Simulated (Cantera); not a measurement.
Mixture: CH4 : O2 : N2 = 1 : 1.43 : 5.37 (molar parts), equivalence ratio 1.4, at 1.01 bar, adiabatic and at constant pressure. Ignition delay is the time to a rise of 400 K.

Computed with Cantera and GRI-Mech 3.0 (53 species, 325 reactions).

What does this change do: pressure from 1.01 bar to 0.750 bar?


```json
[
 {"quantity": "delay at 1125 K", "before": "0.166 s", "after": "0.218 s"},
 {"quantity": "delay at 1225 K", "before": "38.3 ms", "after": "49.1 ms"},
 {"quantity": "delay at 1325 K", "before": "10.1 ms", "after": "12.7 ms"},
 {"quantity": "delay at 1425 K", "before": "3.03 ms", "after": "3.78 ms"},
 {"quantity": "delay at 1525 K", "before": "1.03 ms", "after": "1.30 ms"},
 {"quantity": "apparent activation energy between 1475 and 1575 K", "before": "190 kJ/mol", "after": "190 kJ/mol"}
]
```
